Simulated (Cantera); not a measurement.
Charge: 1 mol Ta₂O₅, 0.64 mol CO, equilibrated at 1927 °C and 0.000420 bar.

These are equilibrium values from Cantera (NASA tables, ideal gas, pure condensed phases), not measurements of a reactor. Candidate condensed phases: C, Ta, TaC, Ta₂O₅; 15 gas species. Rates play no part.

Base state: CO 0.977, TaO₂ 0.0146, CO₂ 0.00743, O 0.000295, TaO 0.000278 (mole fractions); condensed: Ta₂O₅(l).

**Question.** What changes in the equilibrium state with this change: temperature from 1927 °C to 1577 °C?

**Answer.** 
| species | before | after |
|---|---|---|
| CO | 0.977 | 1.000 |
| CO₂ | 0.00743 | 0.000224 |
| TaO₂ | 0.0146 | 0.000148 |
| O | 0.000295 | 3.50e-8 |
| TaO | 0.000278 | 2.88e-5 |
| Ta₂O₅(l), mol | 0.995 | 0 |
| Ta₂O₅(s), mol | 0 | 1.000 |

**Question.** What changes in the equilibrium state with this change: temperature from 1927 °C to 1775 °C?

**Answer.** 
| species | before | after |
|---|---|---|
| CO | 0.977 | 0.995 |
| TaO₂ | 0.0146 | 0.00297 |
| CO₂ | 0.00743 | 0.00171 |
| O | 0.000295 | 7.70e-6 |
| TaO | 0.000278 | 0.000156 |
| Ta₂O₅(l), mol | 0.995 | 0 |
| Ta₂O₅(s), mol | 0 | 0.999 |

**Question.** What changes in the equilibrium state with this change: temperature from 1927 °C to 1502 °C?

**Answer.** 
```csv
species,before,after
CO,0.977,1.000
CO₂,0.00743,0.000221
TaO₂,0.0146,2.54e-5
O,0.000295,7.98e-9
TaO,0.000278,3.65e-6
"Ta₂O₅(l), mol",0.995,0
"Ta₂O₅(s), mol",0,1.000
```
